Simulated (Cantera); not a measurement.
Charge: 1 mol Si, 12 mol HBr, 1.2 mol N2, at 1150 °C and 890 Pa.

Cantera equilibrium calculation (NASA polynomials, part measured and part estimated; ideal gas, pure solids and liquids). Candidate condensed phases: Br2, Si, Si3N4; 28 gas species. The tables' values for SiBr3 are old estimates; treat these amounts as uncertain. Rates play no part.

Base state: HBr 0.692, H2 0.118, N2 0.0929, SiBr2 0.0427, SiBr4 0.0276, Br 0.0194, SiBr3 0.00687, SiHBr3 0.000227 (mole fractions); condensed: gas only.

**Question.** What changes in the equilibrium state with this change: N2 from 1.2 to 42 mol?

**Answer.** 
```csv
species,before,after
N2,0.0929,0.776
HBr,0.692,0.169
H2,0.118,0.0266
SiBr4,0.0276,0.00251
SiBr2,0.0427,0.0147
Br,0.0194,0.00996
SiHBr3,0.000227,1.91e-5
SiBr3,0.00687,0.00122
Br2,8.85e-5,2.33e-5
H,2.43e-5,1.15e-5
```

**Question.** What changes in the equilibrium state with this change: pressure from 890 Pa to 2.60 Pa?

**Answer.** 
| species | before | after |
|---|---|---|
| HBr | 0.692 | 0.475 |
| Br | 0.0194 | 0.205 |
| H2 | 0.118 | 0.170 |
| SiBr4 | 0.0276 | 4.16e-5 |
| SiBr2 | 0.0427 | 0.0676 |
| N2 | 0.0929 | 0.0816 |
| SiHBr3 | 0.000227 | 7.19e-7 |
| SiBr | 9.87e-7 | 5.06e-5 |
The tables' values for SiBr3, SiBr are old estimates; treat these amounts as uncertain.
